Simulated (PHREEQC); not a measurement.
Dissolve 7.7 mmol/kgw H3PO4 and 6.7 mmol/kgw K2HPO4 at 47 °C. Closed to the air; pH follows from the charge balance.

Computed with PHREEQC (ion-association model, wateq4f.dat).

Precipitation was switched off in this run.

What pH, ionic strength does the model give?

pH 3.53; ionic strength 0.0137 mol/kgw.

In which forms is P present?

H2PO4- 95 %, H3PO4 4.7 % of the P.

H3PO4, which wateq4f.dat lacks, is added to it with the constant of phreeqc.dat. Constants without temperature data keep their 25 °C values here.
